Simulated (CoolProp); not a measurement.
Saturation properties of chloromethane (R40) (Tc = 418.6 K, pc = 6.929 MPa, ω = 0.150).

Model: reference Helmholtz-energy equation of state, Thol 2014, in CoolProp.

```csv
T (K),p (MPa),vapour density (kg/m³),enthalpy of vaporisation (kJ/kg)
270.8,0.2384,5.698,405.4
274,0.2671,6.342,401.9
277.3,0.2994,7.062,398.2
280.6,[?],7.844,394.5
283.9,0.3729,8.691,390.8
287.1,0.4131,9.578,[?]
290.4,0.4578,10.56,383.2
293.7,0.5062,11.63,379.3
297,0.5583,12.77,375.3
300.2,0.6125,13.97,[?]
303.5,0.6725,15.29,367.2
306.8,0.7368,16.70,[?]
310.1,[?],18.22,358.7
```

### Question
Some entries are withheld; supply them.

### Answer

- 280.6, p (MPa): 0.3346
- 287.1, enthalpy of vaporisation (kJ/kg): 387.1
- 300.2, enthalpy of vaporisation (kJ/kg): 371.3
- 306.8, enthalpy of vaporisation (kJ/kg): 363.0
- 310.1, p (MPa): 0.8055

It boils at 249.2 K under 1 atm.
